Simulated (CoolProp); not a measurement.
Vapour-liquid equilibrium of R245fa (1) + isopentane (2) at 2.42 bar; x and y are mole fractions of (1).

Values from CoolProp's multi-fluid Helmholtz-energy mixture model, Akasaka 2015 and Lemmon 2006; pair parameters Bell 2016.

```tsv
x	bubble temperature, mixture model (K)	bubble temperature, Raoult's law (K)	y, mixture model	y, Raoult's law
0.05	321.9	327.6	0.207	0.081
0.125	315.0	326.0	0.393	0.194
0.2	310.8	324.4	0.498	0.295
0.275	308.2	322.9	0.561	0.388
0.35	306.7	321.5	0.601	0.474
0.425	305.9	320.2	0.628	0.552
0.5	305.4	319.0	0.645	0.625
0.575	305.2	317.8	0.659	0.692
0.65	305.1	316.7	0.670	0.755
0.725	305.1	315.6	0.685	0.814
0.8	305.4	314.6	0.708	0.869
0.875	306.2	313.6	0.755	0.921
0.95	308.6	312.7	0.858	0.969
```

The largest gap from Raoult's law is -14.8 K in bubble temperature, at x = 0.35. y crosses x between x = 0.65 and 0.725: the model has an azeotrope there.

The pair parameters rest on a limited set of measurements; away from them the model extrapolates. With so large a gap from Raoult's law the liquid may split in two, which this calculation doesn't test in full.
